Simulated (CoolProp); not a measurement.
R1123 along the isotherm 480 K: fugacity coefficient from the reference equation and from simpler models built on Tc = 331.7 K, pc = 4549 kPa, ω = 0.243; each cubic takes its own stable root.

Model: reference Helmholtz-energy equation of state, Akasaka 2020, in CoolProp.

```csv
p (kPa),phase,reference,van der Waals,Redlich-Kwong,Soave-Redlich-Kwong,Peng-Robinson
1140,gas,0.9787,0.9714,0.9729,0.9804,0.9744
2270,gas,0.9581,0.9435,0.9469,0.9617,0.9503
3410,gas,0.9379,…,0.9216,0.9436,0.9273
4550,supercritical,0.9183,0.8888,…,0.9264,0.9054
5690,supercritical,0.8994,0.8624,0.8739,0.9100,0.8848
6820,supercritical,0.8813,0.8369,0.8517,0.8946,0.8656
7960,supercritical,0.8637,0.8120,0.8305,0.8800,0.8475
9100,supercritical,0.8470,0.7882,0.8104,0.8663,0.8306
10200,supercritical,0.8316,0.7665,0.7922,0.8539,0.8154
11400,supercritical,0.8158,0.7443,0.7736,…,0.8001
```

### Question
Some entries are withheld; supply them.

### Answer

- 3410, van der Waals: 0.9159
- 4550, Redlich-Kwong: 0.8972
- 11400, Soave-Redlich-Kwong: 0.8414
